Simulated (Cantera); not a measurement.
Input: 1 mol Si, a varied amount of HCl, 6.9 mol H2, equilibrated at 1550 K and 2100000 Pa.

Points: n(HCl) (mol) = 0.73, 0.87, 1, 1.2, 1.5, 1.8, 2.1, 2.6, 3.1, 3.7, 4.4, 5.3.

Cantera's Mixture.equilibrate('TP', solver="vcs", rtol=1e-11, max_steps=5000) on the NASA tables stopped like this:

```
ERROR: FAILURE its = 5001!

*******************************************************************************
CanteraError thrown by MultiPhase::equilibrate:
VCS solver failed. Return code: -1
*******************************************************************************
```

### Question
What got this run through?

### Answer
Several could match; the one computed here: The failure is numerical, not chemical. The same input converged with solver="gibbs", rtol=1e-10, max_steps=50000, and the result passed a check of the equilibrium conditions:
```
log10 of partial pressures in bar; condensed amounts in mol
    n(HCl)        H2       HCL     SiCL4    SiHCL3     SiCL2     SiCL3    Si(cr)
      0.73     1.294    -0.051    -1.303    -0.868    -0.874    -1.311    0.8436
      0.87     1.290    -0.019    -1.166    -0.767    -0.805    -1.208    0.8047
         1     1.287     0.005    -1.062    -0.691    -0.753    -1.130    0.7682
       1.2     1.282     0.035    -0.933    -0.596    -0.689    -1.033    0.7113
       1.5     1.276     0.069    -0.784    -0.488    -0.615    -0.922    0.6251
       1.8     1.269     0.095    -0.671    -0.406    -0.558    -0.837    0.5383
       2.1     1.264     0.114    -0.580    -0.340    -0.512    -0.768    0.4511
       2.6     1.255     0.140    -0.461    -0.256    -0.453    -0.679    0.3055
       3.1     1.247     0.159    -0.369    -0.191    -0.407    -0.610    0.1596
       3.7     1.238     0.192    -0.273    -0.137    -0.386    -0.552         0
       4.4     1.220     0.377    -0.119    -0.186    -0.620    -0.592         0
       5.3     1.194     0.544    -0.024    -0.284    -0.885    -0.677         0
```

The gas is ideal and each condensed phase is pure. The tables' values for SiCl3 are old estimates; treat these amounts as uncertain. Gases not in the tables: Si2H6 and higher silanes.
